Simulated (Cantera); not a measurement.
Charge: 1 mol TiO2, 0.027 mol Cl2, 0.068 mol O2, equilibrated at 0.130 bar.

These are equilibrium values from Cantera (NASA tables, ideal gas, pure condensed phases), not measurements of a reactor. Candidate condensed phases: Ti, TiCl2, TiCl3, TiCl4, TiO, TiO2, Ti2O3, Ti3O5, Ti4O7; 15 gas species. Condensed phases not in the tables: TiOCl. The numbers say what is thermodynamically allowed, not how fast it happens.

x: gas mole fraction; n: condensed amount in mol.

| T (K) | x O2 | x Cl2 | x Cl | x ClO | x TiCl4 | n TiO2(rutile) |
|---|---|---|---|---|---|---|
| 1048 | 0.715 | 0.283 | 0.00114 | 1.91e-5 | ? | 1.00 |
| 1098 | 0.715 | 0.283 | 0.00218 | 3.24e-5 | ? | 1.00 |
| 1148 | 0.714 | 0.282 | 0.00395 | 5.25e-5 | ? | 1.00 |
| 1198 | 0.713 | 0.280 | 0.00679 | 8.17e-5 | ? | 1.00 |
| 1248 | 0.712 | 0.277 | 0.0112 | 0.000122 | ? | 1.00 |
| 1298 | 0.709 | 0.273 | 0.0177 | 0.000177 | ? | 1.000 |
| 1348 | 0.706 | 0.267 | 0.0269 | 0.000248 | ? | 1.000 |
| 1398 | 0.702 | 0.259 | 0.0395 | 0.000337 | ? | 1.000 |
| 1448 | 0.696 | 0.248 | 0.0561 | 0.000445 | ? | 1.000 |
| 1498 | 0.688 | 0.234 | 0.0774 | 0.000570 | ? | 1.000 |
| 1548 | 0.679 | 0.217 | 0.103 | 0.000711 | ? | 1.000 |
| 1598 | 0.668 | 0.198 | 0.134 | 0.000862 | ? | 1.000 |
| 1648 | 0.655 | 0.175 | 0.168 | 0.00102 | ? | 1.000 |
| 1698 | 0.642 | 0.152 | 0.205 | 0.00116 | ? | 1.000 |

Problem. Fill in the missing entries.

Solution. 
- 1048, x TiCl4: 1.63e-7
- 1098, x TiCl4: 4.09e-7
- 1148, x TiCl4: 9.42e-7
- 1198, x TiCl4: 2.01e-6
- 1248, x TiCl4: 4.00e-6
- 1298, x TiCl4: 7.47e-6
- 1348, x TiCl4: 1.31e-5
- 1398, x TiCl4: 2.16e-5
- 1448, x TiCl4: 3.36e-5
- 1498, x TiCl4: 4.90e-5
- 1548, x TiCl4: 6.71e-5
- 1598, x TiCl4: 8.57e-5
- 1648, x TiCl4: 0.000102
- 1698, x TiCl4: 0.000112
